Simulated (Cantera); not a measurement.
## Thermodynamics of silicon etching in halogen gases, feed Si + HBr

A closed system holds: 1 mol Si, 27 mol HBr, held at 10.0 mbar.

Method: chemical equilibrium by Gibbs-energy minimisation in Cantera with the NASA 1993 tables (ideal gas, pure condensed phases). Candidate condensed phases: Br₂, Si; 19 gas species. The tables' values for SiBr₃, SiBr are old estimates; treat these amounts as uncertain. Rates play no part.

From 450 K to 1650 K nothing is condensed. The main Si-bearing gas is SiBr₄ at 450 K and SiBr₂ at 1650 K.

```json
[
 {"T (K)": "450", "x HBr": "0.885", "x Br": "<1e-12", "x H₂": "0.0769", "x SiBr₄": "0.0385", "x SiBr₂": "<1e-12"},
 {"T (K)": "600", "x HBr": "0.885", "x Br": "6.79e-10", "x H₂": "0.0769", "x SiBr₄": "0.0385", "x SiBr₂": "<1e-12"},
 {"T (K)": "750", "x HBr": "0.885", "x Br": "2.83e-7", "x H₂": "0.0769", "x SiBr₄": "0.0385", "x SiBr₂": "1.40e-11"},
 {"T (K)": "900", "x HBr": "0.885", "x Br": "1.61e-5", "x H₂": "0.0769", "x SiBr₄": "0.0385", "x SiBr₂": "2.59e-8"},
 {"T (K)": "1050", "x HBr": "0.884", "x Br": "0.000293", "x H₂": "0.0770", "x SiBr₄": "0.0384", "x SiBr₂": "5.36e-6"},
 {"T (K)": "1200", "x HBr": "0.881", "x Br": "0.00259", "x H₂": "0.0776", "x SiBr₄": "0.0377", "x SiBr₂": "0.000281"},
 {"T (K)": "1350", "x HBr": "0.871", "x Br": "0.0141", "x H₂": "0.0770", "x SiBr₄": "0.0307", "x SiBr₂": "0.00498"},
 {"T (K)": "1500", "x HBr": "0.833", "x Br": "0.0534", "x H₂": "0.0763", "x SiBr₄": "0.0110", "x SiBr₂": "0.0219"},
 {"T (K)": "1650", "x HBr": "0.737", "x Br": "0.127", "x H₂": "0.101", "x SiBr₄": "0.00130", "x SiBr₂": "0.0316"}
]
```
x: gas mole fraction; nothing condenses.
